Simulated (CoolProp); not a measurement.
Ammonia at 358.1 K and 2.96 MPa flows at 15 m/s in a round tube of 2 mm bore and 1.5 µm roughness, fully developed (64/Re and Nu = 3.66 if laminar; Colebrook and Gnielinski if turbulent). Each further row changes one setting.

Model: reference Helmholtz-energy equation of state, Gao 2020, in CoolProp.

```json
[
 {"case": "as stated", "Reynolds number": "50800", "Darcy friction factor": "0.0233", "pressure drop (Pa/m)": "?", "heat-transfer coefficient (W/(m² K))": "2830", "mass flow (kg/h)": "3.48"},
 {"case": "velocity 30 m/s", "Reynolds number": "102000", "Darcy friction factor": "0.0213", "pressure drop (Pa/m)": "98200", "heat-transfer coefficient (W/(m² K))": "?", "mass flow (kg/h)": "?"},
 {"case": "diameter 4 mm", "Reynolds number": "102000", "Darcy friction factor": "0.0198", "pressure drop (Pa/m)": "?", "heat-transfer coefficient (W/(m² K))": "2440", "mass flow (kg/h)": "13.9"}
]
```

### Question
Fill in the missing entries.

### Answer

- as stated, pressure drop (Pa/m): 26900
- velocity 30 m/s, heat-transfer coefficient (W/(m² K)): 5250
- velocity 30 m/s, mass flow (kg/h): 6.97
- diameter 4 mm, pressure drop (Pa/m): 11400

Viscosity comes from a separate model (Fenghour 1995). Thermal conductivity comes from a separate model (Tufeu 1984).
